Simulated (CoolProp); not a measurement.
Vapour-liquid equilibrium of cyclohexane (1) + n-heptane (2) at 0.532 MPa; x and y are mole fractions of (1).

Values from CoolProp's multi-fluid Helmholtz-energy mixture model, Zhou 2014 and Span 2003; pair parameters Bell 2016.

Give the bubble temperature and the first vapour's composition at x = 0.05, 0.35, 0.8. Is there an azeotrope?

x = 0.05: 439.0 K, y = 0.067; x = 0.35: 432.7 K, y = 0.426; x = 0.8: 424.4 K, y = 0.846. No azeotrope shows between x = 0.05 and 0.95.

Pair parameters are fitted to limited data, so mixtures are less certain than the pure fluids.
